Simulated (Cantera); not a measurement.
Cantera run:

```python
import numpy as np
import cantera as ct

gas_names = """
    Br Br2 H HBr H2 N NH NH2 NH3 N2 N2H2 N2H4 Si SiBr SiBr2 SiBr3 SiBr4 SiH SiHBr3 SiH2 SiH2Br2 SiH3
    SiH3Br SiH4 SiN Si2 Si2N Si3
""".split()
cond_names = """
    Br2(cr) Br2(L) Si(cr) Si(L) Si3N4(a)
""".split()


def load(file, names, dense=False):
    # The tables refer to 1 bar. Condensed volumes are neglected.
    table = {s.name: s for s in ct.Species.list_from_file(file)}
    out = []
    for n in names:
        d = dict(table[n].input_data)
        d["thermo"] = dict(d["thermo"], **{"reference-pressure": 1e5})
        if dense:
            d["equation-of-state"] = {"model": "constant-volume", "density": "1e6 g/cm^3"}
        out.append(ct.Species.from_dict(d))
    return out


gas = ct.Solution(thermo="ideal-gas", species=load("nasa_gas.yaml", gas_names))
cond = {s.name: ct.Solution(thermo="fixed-stoichiometry", species=[s], name=s.name)
        for s in load("nasa_condensed.yaml", cond_names, dense=True)}
atoms = {
    'Si': {'Si': 1},
    'HBr': {'H': 1, 'Br': 1},
    'N2': {'N': 2},
}
top_T = {'Si3N4(a)': 2400}  # K; cautious upper limits of use, not melting points


def equilibrate(T, P, feed):
    n = {}
    for name, mol in feed.items():
        for a, k in atoms[name].items():
            n[a] = n.get(a, 0.0) + k * mol
    gas.TPX = T, P, n
    mass = sum(n.values()) * gas.mean_molecular_weight
    gas.equilibrate("TP")
    valid = [c for c in cond.values() if c.min_temp <= T <= top_T.get(c.name, c.max_temp)]
    mix = ct.Mixture([(gas, mass / gas.mean_molecular_weight)] + [(c, 0.0) for c in valid])
    mix.T, mix.P = T, P
    mix.equilibrate("TP", solver="vcs", rtol=1e-11, max_steps=5000)
    return mix


results = []
feed = {'Si': 1, 'HBr': 27, 'N2': 11}  # mol
P = 180  # Pa
for T in [1298, 1323, 1348, 1373, 1398, 1423, 1448, 1473, 1498, 1523, 1548, 1573]:
    mix = equilibrate(T, P, feed)
    results.append((T, P, feed, dict(zip(mix.species_names, mix.species_moles))))
    x = sorted(zip(gas.X, gas.species_names), reverse=True)
    print(f"T = {T:g} K  P = {P:g} Pa  gas = {mix.phase_moles(0):.4g} mol")
    print("   x: " + "  ".join(f"{s} {v:.3e}" for v, s in x if v > 1e-06))
    print("   condensed (mol): " + ("  ".join(f"{mix.phase(i).name} {mix.phase_moles(i):.4g}"
          for i in range(1, mix.n_phases) if mix.phase_moles(i) > 1e-12) or "none"))
```

It prints:

```
T = 1298 K  P = 180 Pa  gas = 37.64 mol
   x: HBr 6.122e-01  N2 2.923e-01  H2 5.257e-02  SiBr4 1.686e-02  Br 1.637e-02  SiBr2 7.886e-03  SiBr3 1.780e-03  Br2 6.411e-05  SiHBr3 3.987e-05  H 5.791e-06
   condensed (mol): none
T = 1323 K  P = 180 Pa  gas = 37.84 mol
   x: HBr 6.093e-01  N2 2.907e-01  H2 5.209e-02  Br 2.141e-02  SiBr4 1.390e-02  SiBr2 1.052e-02  SiBr3 1.973e-03  Br2 7.753e-05  SiHBr3 3.691e-05  H 8.531e-06
   condensed (mol): none
T = 1348 K  P = 180 Pa  gas = 38.07 mol
   x: HBr 6.051e-01  N2 2.889e-01  H2 5.206e-02  Br 2.755e-02  SiBr2 1.326e-02  SiBr4 1.090e-02  SiBr3 2.071e-03  Br2 9.191e-05  SiHBr3 3.270e-05  H 1.244e-05
   condensed (mol): none
T = 1373 K  P = 180 Pa  gas = 38.32 mol
   x: HBr 5.992e-01  N2 2.871e-01  H2 5.273e-02  Br 3.478e-02  SiBr2 1.590e-02  SiBr4 8.110e-03  SiBr3 2.060e-03  Br2 1.062e-04  SiHBr3 2.781e-05  H 1.802e-05
   condensed (mol): none
T = 1398 K  P = 180 Pa  gas = 38.57 mol
   x: HBr 5.914e-01  N2 2.852e-01  H2 5.426e-02  Br 4.305e-02  SiBr2 1.822e-02  SiBr4 5.732e-03  SiBr3 1.950e-03  Br2 1.193e-04  H 2.598e-05  SiHBr3 2.282e-05
   condensed (mol): none
T = 1423 K  P = 180 Pa  gas = 38.83 mol
   x: HBr 5.818e-01  N2 2.833e-01  H2 5.674e-02  Br 5.224e-02  SiBr2 2.010e-02  SiBr4 3.872e-03  SiBr3 1.766e-03  Br2 1.301e-04  H 3.729e-05  SiHBr3 1.818e-05
   condensed (mol): none
T = 1448 K  P = 180 Pa  gas = 39.09 mol
   x: HBr 5.704e-01  N2 2.814e-01  Br 6.227e-02  H2 6.012e-02  SiBr2 2.150e-02  SiBr4 2.523e-03  SiBr3 1.545e-03  Br2 1.384e-04  H 5.327e-05  SiHBr3 1.415e-05  SiBr 1.371e-06
   condensed (mol): none
T = 1473 K  P = 180 Pa  gas = 39.35 mol
   x: HBr 5.574e-01  N2 2.795e-01  Br 7.308e-02  H2 6.432e-02  SiBr2 2.248e-02  SiBr4 1.604e-03  SiBr3 1.318e-03  Br2 1.440e-04  H 7.563e-05  SiHBr3 1.084e-05  SiBr 2.155e-06
   condensed (mol): none
T = 1498 K  P = 180 Pa  gas = 39.62 mol
   x: HBr 5.430e-01  N2 2.777e-01  Br 8.465e-02  H2 6.921e-02  SiBr2 2.312e-02  SiBr3 1.105e-03  SiBr4 1.004e-03  Br2 1.474e-04  H 1.066e-04  SiHBr3 8.232e-06  SiBr 3.313e-06
   condensed (mol): none
T = 1523 K  P = 180 Pa  gas = 39.89 mol
   x: HBr 5.273e-01  N2 2.757e-01  Br 9.694e-02  H2 7.469e-02  SiBr2 2.352e-02  SiBr3 9.157e-04  SiBr4 6.236e-04  H 1.489e-04  Br2 1.487e-04  SiHBr3 6.218e-06  SiBr 5.003e-06
   condensed (mol): none
T = 1548 K  P = 180 Pa  gas = 40.18 mol
   x: HBr 5.104e-01  N2 2.738e-01  Br 1.099e-01  H2 8.065e-02  SiBr2 2.373e-02  SiBr3 7.542e-04  SiBr4 3.863e-04  H 2.061e-04  Br2 1.483e-04  SiBr 7.443e-06  SiHBr3 4.689e-06
   condensed (mol): none
T = 1573 K  P = 180 Pa  gas = 40.48 mol
   x: HBr 4.926e-01  N2 2.717e-01  Br 1.235e-01  H2 8.702e-02  SiBr2 2.383e-02  SiBr3 6.189e-04  H 2.827e-04  SiBr4 2.395e-04  Br2 1.464e-04  SiBr 1.093e-05  SiHBr3 3.536e-06
   condensed (mol): none
```

These are equilibrium values from Cantera (NASA tables, ideal gas, pure condensed phases), not measurements of a reactor. The tables' values for SiBr3, SiBr are old estimates; treat these amounts as uncertain.
